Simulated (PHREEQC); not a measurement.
0.18 g of hydrous ferric oxide (600 m²/g; 0.2 weak and 0.005 strong sites per Fe, Dzombak-Morel constants, diffuse double layer) in 1 kg of water with 0.05 mol/kgw of an inert sodium salt and 4.1e-05 mol MgCl2 and 0.00087 mol NaF, at 25 °C; the pH is set by adding NaOH or the inert anion's acid. O2 is buffered at 0.21 atm. The system is closed to CO2. Nothing may precipitate in this run.

The series has 17 steps of pH, from 3 to 11.

Equilibrium calculation in PHREEQC: ion-association model, wateq4f.dat.

Q: Near which pH is half of the Mg sorbed, and on which side is more sorbed?

A: Near pH 8.3, with more sorbed at higher pH.

The oxide is taken as insoluble; below pH 4 it would dissolve.
